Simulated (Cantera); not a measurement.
Reactions in the system Cu-F-N-O

Cantera with NASA thermochemical tables; ideal gases at 1 bar, condensed phases pure. Values are per mole of reaction as written; species without (g) are pure solids or liquids, kept so even where they would boil at 1 bar.

2 NO2(g) + 3 CuF2(g) → 2 NF3(g) + 4 O(g) + 3 Cu

```csv
T (K),ΔH° (kJ),ΔS° (J/K),ΔG° (kJ),log10 K
1975,1601.5,116.9,1370.5,-36.25
2075,1607.5,119.9,1358.7,-34.20
2175,1613.4,122.7,1346.6,-32.34
2275,1619.3,125.3,1334.2,-30.63
2375,1625.0,127.8,1321.5,-29.06
2475,1630.7,130.1,1308.6,-27.62
2575,1636.2,132.3,1295.5,-26.28
2675,1641.7,134.4,1282.2,-25.04
2775,1647.1,136.4,1268.6,-23.88
2875,1652.4,138.3,1254.9,-22.80
```
